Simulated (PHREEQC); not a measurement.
1 kg of water holding 0.025 mol Na2SO4 and 0.25 mol Na2CO3 is evaporated at 25 °C; the solids stay in contact with the brine. CO2 is held at log p = -3.4 (atm). Solids allowed: Burkeite, Mirabilite, Nahcolite, Natron, Thenardite, Trona. Others were left out.

All values are PHREEQC results (Pitzer model, pitzer.dat), not measurements.

| water left (kg) | ionic strength | water activity | Trona (mol) |
|---|---|---|---|
| 0.9992 | 0.775 | 0.988 | 0 |
| 0.8211 | 0.948 | 0.986 | 0 |
| 0.6748 | 1.16 | [?] | 0 |
| 0.5546 | 1.42 | 0.980 | 0 |
| 0.4558 | [?] | 0.976 | 0 |
| 0.3745 | 2.12 | [?] | 0 |
| 0.3078 | 2.58 | 0.966 | 0 |
| 0.2529 | 3.15 | 0.960 | 0 |
| 0.2078 | 3.85 | 0.952 | 0 |
| 0.1708 | [?] | 0.942 | 0 |
| 0.1403 | [?] | 0.930 | 0 |
| 0.1153 | 6.96 | [?] | 0 |
| 0.09471 | 8.48 | 0.893 | 0 |
| 0.07694 | 9.34 | 0.881 | 0.0195 |
| 0.06172 | 9.46 | 0.879 | 0.0502 |
| 0.04922 | 9.61 | 0.877 | 0.0755 |
| 0.03892 | 9.82 | [?] | 0.0963 |
| 0.03048 | 10.1 | 0.871 | 0.113 |
| 0.02354 | 10.5 | 0.867 | 0.127 |
| 0.01783 | 11.0 | 0.859 | 0.139 |

Problem. Complete the blanks.

Solution. 
- 0.6748, water activity: 0.983
- 0.4558, ionic strength: 1.73
- 0.3745, water activity: 0.971
- 0.1708, ionic strength: 4.69
- 0.1403, ionic strength: 5.72
- 0.1153, water activity: 0.914
- 0.03892, water activity: 0.875
